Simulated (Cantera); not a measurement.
Feed: 1 mol Ta, 1.5 mol H2O, 350 mol H2, held at 2223.15 K and 8.20 mbar.

Equilibrium computed with Cantera from the NASA thermochemical tables; the gas is ideal and each condensed phase is pure. Candidate condensed phases: H2O, Ta, Ta2O5; 12 gas species. Condensed phases not in the tables: N, O or C dissolved in the metal. The numbers say what is thermodynamically allowed, not how fast it happens.

Question: What is the equilibrium state?

Answer: 
```json
{
 "x(H2)": "0.929",
 "x(H)": "0.0682",
 "x(H2O)": "0.00191",
 "x(TaO2)": "0.000911",
 "x(TaO)": "0.000368",
 "x(OH)": "2.02e-5",
 "x(O)": "1.03e-6",
 "n(Ta(s))": "0.534 mol",
 "gas_amount": "364.4 mol",
 "log10 activity of Ta2O5(l) (absent)": "-1.41"
}
```
